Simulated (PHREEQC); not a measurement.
**Spent oxide etchant: speciation**

A solution holds 56 mmol/kgw NH4HF2, 0.064 mmol/kgw (NH4)2SiF6, 0.1 mmol/kgw H3PO4 and 0.84 mmol/kgw H2SO4, at 25 °C. Closed to the air; pH follows from the charge balance.

Equilibrium calculation in PHREEQC: ion-association model, wateq4f.dat.

This is a speciation only: nothing precipitates in the calculation.

Q: What pH does the model give?

A: pH 3.14.

Q: In which forms is S present?

A: SO4-2 74 %, NH4SO4- 23 %, HSO4- 2.8 % of the S.

wateq4f.dat counts part of the HF as a dimer, H2F2, which phreeqc.dat doesn't know; its constant is uncertain. H3PO4, which wateq4f.dat lacks, is added to it with the constant of phreeqc.dat. SiF6-2 is the database's only silicon fluoride.
